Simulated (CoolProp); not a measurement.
Values from CoolProp's reference Helmholtz-energy equation of state, Lemmon 2006. It is a short technical equation, of lower accuracy than the large ones.

### Question
For isopentane, give the phase and the density (kg/m³), speed of sound (m/s), Joule-Thomson coefficient (K/MPa), expansivity (1/kK) at 112.15 °C and 0.736 MPa; 44.05 °C and 0.273 MPa.

### Answer
- 112.15 °C and 0.736 MPa: gas; density 19.6, speed of sound 186, Joule-Thomson coefficient 17.0, expansivity 4.54
- 44.05 °C and 0.273 MPa: liquid; density 595, speed of sound 871, Joule-Thomson coefficient -0.300, expansivity 1.82
